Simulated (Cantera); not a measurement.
A perfectly stirred reactor is fed with CH₄ : C₂H₆ : O₂ : N₂ = 1 : 0.25 : 2.05 : 7.72 (molar parts), equivalence ratio 1.4, at 5.00 bar; it is adiabatic with a 373 K inlet, and is followed from long to short residence time, starting on the burning branch (τ in s: 0.03, 0.011, 0.0042, 0.0016, 0.00059, 0.00022, 8.1e-05, 3e-05, 1.1e-05).

Cantera simulation using GRI-Mech 3.0 (53 species, 325 reactions); the numbers are that mechanism's predictions, not measurements.

### Question
Predict: blow-out, bracketed by the residence times tried; x(CH₄) at τ = 30.0 ms; x(C₂H₆) at τ = 30.0 ms; x(O₂) at τ = 30.0 ms; x(CH₂) at τ = 30.0 ms; x(H₂O) at τ = 30.0 ms; x(CH₄) at τ = 0.590 ms; x(C₂H₆) at τ = 0.590 ms; x(O₂) at τ = 0.590 ms; x(CH₂) at τ = 0.590 ms; x(H₂O) at τ = 0.590 ms.

### Answer
- blow-out, bracketed by the residence times tried: burning at 0.220 ms, out at 81.0 µs
- x(CH₄) at τ = 30.0 ms: 0.000998
- x(C₂H₆) at τ = 30.0 ms: 8.34e-7
- x(O₂) at τ = 30.0 ms: 0.000226
- x(CH₂) at τ = 30.0 ms: 7.21e-7
- x(H₂O) at τ = 30.0 ms: 0.171
- x(CH₄) at τ = 0.590 ms: 0.00436
- x(C₂H₆) at τ = 0.590 ms: 4.90e-5
- x(O₂) at τ = 0.590 ms: 0.00563
- x(CH₂) at τ = 0.590 ms: 1.19e-5
- x(H₂O) at τ = 0.590 ms: 0.173
